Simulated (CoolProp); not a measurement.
Values from CoolProp's reference Helmholtz-energy equation of state, Thol 2021.

### Question
Give the vapour pressure (MPa), liquid density (kg/m³), vapour density (kg/m³), enthalpy of vaporisation (kJ/kg) of saturated chlorine at 215.6, 250.1, 263.9 K.

### Answer
```csv
T (K),p (MPa),liquid density (kg/m³),vapour density (kg/m³),enthalpy of vaporisation (kJ/kg)
215.6,0.0315,1630,1.26,300
250.1,0.160,1530,5.66,281
263.9,0.269,1490,9.16,272
```
